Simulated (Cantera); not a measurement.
## NO annealing gas

An isothermal, constant-pressure homogeneous reactor starts with 18.9 % NO, 81.1 % N2, at 1975 K and 0.170 bar.

Cantera simulation using GRI-Mech 3.0 (53 species, 325 reactions); the numbers are that mechanism's predictions, not measurements.

| t (s) | x NO | x O | x NO2 | x N2 | x O2 |
|---|---|---|---|---|---|
| 0.000400 | 0.189 | 2.33e-6 | 1.72e-7 | 0.811 | 2.02e-8 |
| 0.000866 | 0.189 | 5.14e-6 | 6.26e-7 | 0.811 | 9.83e-8 |
| 0.00188 | 0.189 | 1.18e-5 | 1.96e-6 | 0.811 | 5.18e-7 |
| 0.00406 | 0.189 | 2.80e-5 | 5.32e-6 | 0.811 | 3.14e-6 |
| 0.00880 | 0.189 | 5.76e-5 | 1.13e-5 | 0.811 | 2.02e-5 |
| 0.0191 | 0.188 | 8.00e-5 | 1.56e-5 | 0.811 | 9.73e-5 |
| 0.0413 | 0.188 | 8.48e-5 | 1.66e-5 | 0.812 | 0.000301 |
| 0.0894 | 0.187 | 8.95e-5 | 1.76e-5 | 0.812 | 0.000750 |
| 0.194 | 0.185 | 9.91e-5 | 1.96e-5 | 0.813 | 0.00174 |
| 0.420 | 0.181 | 0.000118 | 2.32e-5 | 0.815 | 0.00396 |
| 0.909 | 0.171 | 0.000151 | 2.88e-5 | 0.820 | 0.00896 |
| 1.97 | 0.148 | 0.000205 | 3.51e-5 | 0.831 | 0.0200 |
| 4.26 | 0.106 | 0.000281 | 3.50e-5 | 0.853 | 0.0413 |
| 9.23 | 0.0489 | 0.000358 | 2.09e-5 | 0.881 | 0.0697 |
| 20.0 | 0.0135 | 0.000398 | 6.43e-6 | 0.899 | 0.0874 |
x: mole fraction; the columns are a selection and need not sum to one.

Equilibrium at this temperature and pressure: NO 0.00507, O 0.000407, NO2 2.48e-6, N2 0.903, O2 0.0916 (gas phase only).
